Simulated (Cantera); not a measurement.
An adiabatic, constant-volume homogeneous reactor starts with CH3OH : O2 : N2 = 1 : 2.34 : 8.81 (molar parts), at 1375 K and 2900000 Pa. Integrator tolerance rtol = 1e-08.

Detailed kinetics in Cantera: GRI-Mech 3.0 (53 species, 325 reactions). GRI-Mech 3.0 was tuned for natural gas; its chemistry of methanol as a main component is partial and can be far from experiment. The pressure lies above the range GRI-Mech 3.0 was tuned for (to about 10 atm).

Problem. What does this change do: 0.61 parts CO2 added?

Solution. 
```
quantity                                                          before                                  after
---------------------------------  -------------------------------------  -------------------------------------
time of steepest temperature rise                                61.0 µs                                61.8 µs
temperature at 2.00 s                                             2842 K                                 2754 K
equilibrium temperature                                           2842 K                                 2754 K
x(CH3OH) at 2.00 s                 <1e-12 (gas-phase equilibrium <1e-12)  <1e-12 (gas-phase equilibrium <1e-12)
x(O2) at 2.00 s                    0.0570 (gas-phase equilibrium 0.0570)  0.0563 (gas-phase equilibrium 0.0563)
x(C2H6) at 2.00 s                  <1e-12 (gas-phase equilibrium <1e-12)  <1e-12 (gas-phase equilibrium <1e-12)
x(H2O) at 2.00 s                     0.149 (gas-phase equilibrium 0.149)    0.143 (gas-phase equilibrium 0.143)
x(CO2) at 2.00 s                   0.0715 (gas-phase equilibrium 0.0715)    0.113 (gas-phase equilibrium 0.113)
```

Problem. What does this change do: pressure from 2900000 Pa to 630000 Pa?

Solution. 
| quantity | before | after |
|---|---|---|
| time of steepest temperature rise | 61.0 µs | 0.183 ms |
| temperature at 2.00 s | 2842 K | 2777 K |
| equilibrium temperature | 2842 K | 2777 K |
| x(CH3OH) at 2.00 s | <1e-12 (gas-phase equilibrium <1e-12) | <1e-12 (gas-phase equilibrium <1e-12) |
| x(O2) at 2.00 s | 0.0570 (gas-phase equilibrium 0.0570) | 0.0587 (gas-phase equilibrium 0.0587) |
| x(C2H6) at 2.00 s | <1e-12 (gas-phase equilibrium <1e-12) | <1e-12 (gas-phase equilibrium <1e-12) |
| x(H2O) at 2.00 s | 0.149 (gas-phase equilibrium 0.149) | 0.145 (gas-phase equilibrium 0.145) |
| x(CO2) at 2.00 s | 0.0715 (gas-phase equilibrium 0.0715) | 0.0675 (gas-phase equilibrium 0.0675) |
